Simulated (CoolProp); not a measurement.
Vapour-liquid equilibrium of ethylene (1) + propylene (2) at 257 K; x and y are mole fractions of (1).

Values from CoolProp's multi-fluid Helmholtz-energy mixture model, Smukala 2000 and Lemmon 2013; pair parameters Bell 2016.

```tsv
x	bubble pressure (MPa)	y at the bubble point	dew pressure at overall composition x (MPa)	liquid density (mol/L)
0.05	0.4556	0.251	0.3663	13.63
0.2	0.7832	0.602	0.4291	13.95
0.35	1.119	0.752	0.5171	14.23
0.5	1.462	0.837	0.6490	14.48
0.65	1.816	0.896	0.8679	14.65
0.8	2.195	0.942	1.292	14.69
0.95	2.625	0.985	2.270	14.51
```

No azeotrope shows between x = 0.05 and 0.95.

Pair parameters are fitted to limited data, so mixtures are less certain than the pure fluids.
